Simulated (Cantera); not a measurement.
What does this Cantera script print?

```python
import numpy as np
import cantera as ct

gas_names = """
    CL CL2 H HCL H2 N NH NH2 NH3 N2 N2H2 N2H4 Si SiCL SiCL2 SiCL3 SiCL4 SiH SiHCL3 SiH2 SiH2CL2 SiH3
    SiH3CL SiH4 SiN Si2 Si2N Si3
""".split()
cond_names = """
    NH4CL(a) NH4CL(b) Si(cr) Si(L) Si3N4(a)
""".split()


# ... load() reads the species with a 1 bar reference pressure and builds the phases ...
atoms = {
    'Si': {'Si': 1},
    'HCl': {'H': 1, 'CL': 1},
    'N2': {'N': 2},
}
top_T = {'Si3N4(a)': 2400}  # K; cautious upper limits of use, not melting points


# ... equilibrate(T, P, feed) seeds the gas with the atoms and calls Mixture.equilibrate('TP', solver="vcs", rtol=1e-11, max_steps=5000) ...
results = []
T = 1250  # K
P = 18  # Pa
for m in [1.5, 5.1, 8.8, 12, 16, 20, 23]:
    feed = {'Si': 1, 'HCl': m, 'N2': 3.6}  # mol
    mix = equilibrate(T, P, feed)
    results.append((T, P, feed, dict(zip(mix.species_names, mix.species_moles))))
    x = sorted(zip(gas.X, gas.species_names), reverse=True)
    print(f"T = {T:g} K  P = {P:g} Pa  n(HCl) = {m:g} mol  gas = {mix.phase_moles(0):.4g} mol")
    print("   x: " + "  ".join(f"{s} {v:.3e}" for v, s in x if v > 0.001))
    print("   condensed (mol): " + ("  ".join(f"{mix.phase(i).name} {mix.phase_moles(i):.4g}"
          for i in range(1, mix.n_phases) if mix.phase_moles(i) > 1e-12) or "none"))
```

Result:

```
T = 1250 K  P = 18 Pa  n(HCl) = 1.5 mol  gas = 4.499 mol
   x: N2 6.791e-01  HCL 2.274e-01  H2 5.299e-02  SiCL2 2.508e-02  SiCL4 9.570e-03  SiCL3 5.790e-03
   condensed (mol): Si3N4(a) 0.2726
T = 1250 K  P = 18 Pa  n(HCl) = 5.1 mol  gas = 8.243 mol
   x: N2 4.121e-01  HCL 3.887e-01  H2 1.149e-01  SiCL2 4.716e-02  SiCL4 2.425e-02  SiCL3 1.264e-02
   condensed (mol): Si3N4(a) 0.1017
T = 1250 K  P = 18 Pa  n(HCl) = 8.8 mol  gas = 11.95 mol
   x: HCL 4.938e-01  N2 3.013e-01  H2 1.212e-01  SiCL2 3.938e-02  SiCL4 3.098e-02  SiCL3 1.306e-02
   condensed (mol): none
T = 1250 K  P = 18 Pa  n(HCl) = 12 mol  gas = 15.04 mol
   x: HCL 5.906e-01  N2 2.393e-01  H2 1.035e-01  SiCL4 3.181e-02  SiCL2 2.412e-02  SiCL3 1.035e-02
   condensed (mol): none
T = 1250 K  P = 18 Pa  n(HCl) = 16 mol  gas = 18.96 mol
   x: HCL 6.705e-01  N2 1.899e-01  H2 8.669e-02  SiCL4 2.998e-02  SiCL2 1.477e-02  SiCL3 7.866e-03
   condensed (mol): none
T = 1250 K  P = 18 Pa  n(HCl) = 20 mol  gas = 22.9 mol
   x: HCL 7.248e-01  N2 1.572e-01  H2 7.426e-02  SiCL4 2.747e-02  SiCL2 9.928e-03  SiCL3 6.172e-03
   condensed (mol): none
T = 1250 K  P = 18 Pa  n(HCl) = 23 mol  gas = 25.87 mol
   x: HCL 7.551e-01  N2 1.392e-01  H2 6.696e-02  SiCL4 2.563e-02  SiCL2 7.694e-03  SiCL3 5.249e-03
   condensed (mol): none
```

Equilibrium computed with Cantera from the NASA thermochemical tables; the gas is ideal and each condensed phase is pure. N2 is the only nitrogen source here; it is nearly inert below about 1500 K, so the nitride shown seldom forms there in practice. The tables' values for SiCl3 are old estimates; treat these amounts as uncertain.
